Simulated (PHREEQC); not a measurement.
Model water analysis in mmol/kgw, 25 °C, pH 2.11:

| constituent | mmol/kgw |
|---|---|
| Na | 62.6 |
| K | 4.8 |
| Ca | 2.82 |
| Mg | 15.2 |
| Cl | 26.4 |
| S(6) | 44.5 |

Valence states are taken as typed.

All values are PHREEQC results (Pitzer model, pitzer.dat), not measurements.

Q: The ionic strength comes out as 0.164 mol/kgw. What activity coefficients do Mg+2, SO4-2, Ca+2, Na+, H+ get?

A: Mg+2 0.26, SO4-2 0.24, Ca+2 0.22, Na+ 0.75, H+ 0.73. Single-ion values are on the MacInnes scale.

Precipitation was switched off in this run.
